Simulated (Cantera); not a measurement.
**SiH2Cl2 + NH3 + H2 + N2 (silicon nitride deposition)**

Feed: 1 mol SiH2Cl2, 1.2 mol NH3, 72 mol H2, 82 mol N2, held at 1750 K.

Equilibrium computed with Cantera from the NASA thermochemical tables; the gas is ideal and each condensed phase is pure. Candidate condensed phases: NH4Cl, Si, Si3N4; 28 gas species. The tables' values for SiCl, SiN are old estimates; treat these amounts as uncertain. Equilibrium is a limit: real reactors are often held back by kinetics, nucleation or transport.

From 5.00e-5 bar to 0.000170 bar nothing is condensed. From 0.000590 bar to 0.00710 bar the condensed part is Si(l). From 0.0240 bar to 1.00 bar the condensed part is Si3N4(s). The main Si-bearing gas is Si at 5.00e-5 bar and SiCl2 at 1.00 bar.

```
P (Pa)   x N2   x H2       x H   x HCl      x Si   x SiCl2      x Cl  n Si(l)  n Si3N4(s)
------  -----  -----  --------  ------  --------  --------  --------  -------  ----------
5       0.513  0.447    0.0220  0.0115   0.00585  0.000192  0.000436        0           0
17      0.515  0.455    0.0120  0.0110   0.00537  0.000541  0.000225        0           0
59      0.518  0.461   0.00650  0.0107   0.00254  0.000822  0.000116    0.413           0
210     0.520  0.464   0.00346  0.0108  0.000715  0.000835   6.21e-5    0.728           0
710     0.521  0.465   0.00188  0.0109  0.000211  0.000842   3.39e-5    0.818           0
2400    0.519  0.467   0.00103  0.0117   2.83e-5  0.000445   1.99e-5        0       0.307
8400    0.519  0.468  0.000549  0.0122   3.51e-6  0.000209   1.11e-5        0       0.322
29000   0.519  0.468  0.000295  0.0125   4.45e-7   9.52e-5   6.08e-6        0       0.328
100000  0.519  0.468  0.000159  0.0126   5.66e-8   4.24e-5   3.30e-6        0       0.331
```
x: gas mole fraction; n: condensed amount in mol.
